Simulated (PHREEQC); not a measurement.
Solution (45 °C): 0.0029 mol/kgw KH2PO4, 0.11 mol/kgw HCl and 0.078 mol/kgw ZnSO4. Closed to the air; pH follows from the charge balance.

Equilibrium calculation in PHREEQC: ion-association model, wateq4f.dat.

```json
{
 "pH": "1.30",
 "ionic_strength": "0.246 mol/kgw",
 "total_alkalinity": "-110 meq/kg"
}
```

| species | molality | activity | log γ |
|---|---|---|---|
| Cl- | 0.0997 | 0.0685 | -0.163 |
| H+ | 0.0637 | 0.0499 | -0.106 |
| Zn+2 | 0.0512 | 0.0152 | -0.528 |
| HSO4- | 0.0438 | 0.0309 | -0.151 |
| ZnSO4 | 0.0155 | 0.0164 | 0.025 |
| SO4-2 | 0.0154 | 0.00399 | -0.586 |
| ZnCl+ | 0.00920 | 0.00639 | -0.158 |

This is a speciation only: nothing precipitates in the calculation. H3PO4, which wateq4f.dat lacks, is added to it with the constant of phreeqc.dat. Away from 25 °C the constants follow the database's enthalpies or fits; those with neither stay at their 25 °C values. The database has no phosphate complexes of Zn.
